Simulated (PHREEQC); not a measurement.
Dissolve 0.017 mol/kgw CdSO4, 0.00038 mol/kgw NaCl and 0.0037 mol/kgw NiCl2 at 20 °C. Closed to the air; pH follows from the charge balance.

Equilibrium calculation in PHREEQC: ion-association model, wateq4f.dat.

Each row changes one thing in this solution. Precipitation was switched off in this run.

```csv
case,pH,ionic strength (mol/kgw),Cl- (mol/kgw),SI of Halite (NaCl)
as made,6.08,0.0477,0.00554,-7.43
NiCl2 from 0.0037 to 0.00555 mol/kgw,6.03,0.0514,0.00830,-7.26
CdSO4 left out,6.31,0.0114,0.00773,-7.20
CdSO4 from 0.017 to 0.0153 mol/kgw,6.09,0.0444,0.00565,-7.41
NiCl2 left out,6.30,0.0406,0.000262,-8.74
```
